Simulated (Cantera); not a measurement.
# Thermodynamics of abatement and gas-phase synthesis, feed N₂O + SO₂

Input: 1 mol N₂O, 0.017 mol SO₂, equilibrated at 0.110 bar.

Equilibrium computed with Cantera from the NASA thermochemical tables; the gas is ideal and each condensed phase is pure. Candidate condensed phases: S; 17 gas species. Kinetics and transport are ignored.

```
T (K)   x N₂   x O₂       x O      x NO   x SO₂      x SO     x SO₃
-----  -----  -----  --------  --------  ------  --------  --------
1300   0.659  0.329   3.06e-7  0.000453  0.0110  4.87e-10  0.000255
1400   0.659  0.329   1.64e-6  0.000829  0.0111   3.62e-9  0.000136
1500   0.659  0.329   7.01e-6   0.00140  0.0111   2.05e-8   7.91e-5
1600   0.658  0.328   2.51e-5   0.00221  0.0112   9.36e-8   4.92e-5
1700   0.658  0.328   7.72e-5   0.00331  0.0112   3.56e-7   3.23e-5
1800   0.657  0.327  0.000210   0.00474  0.0112   1.17e-6   2.23e-5
1900   0.656  0.326  0.000514   0.00652  0.0112   3.38e-6   1.60e-5
2000   0.654  0.324   0.00115   0.00868  0.0112   8.79e-6   1.19e-5
2100   0.653  0.322   0.00238    0.0112  0.0112   2.09e-5   9.04e-6
2200   0.651  0.319   0.00461    0.0142  0.0111   4.58e-5   7.05e-6
2300   0.648  0.315   0.00841    0.0174  0.0111   9.38e-5   5.59e-6
2400   0.644  0.309    0.0145    0.0210  0.0109  0.000180   4.48e-6
2500   0.639  0.301    0.0240    0.0248  0.0107  0.000328   3.61e-6
2600   0.632  0.290    0.0378    0.0287  0.0104  0.000567   2.90e-6
```
x: gas mole fraction; nothing condenses.

From 1300 K to 2600 K nothing is condensed.
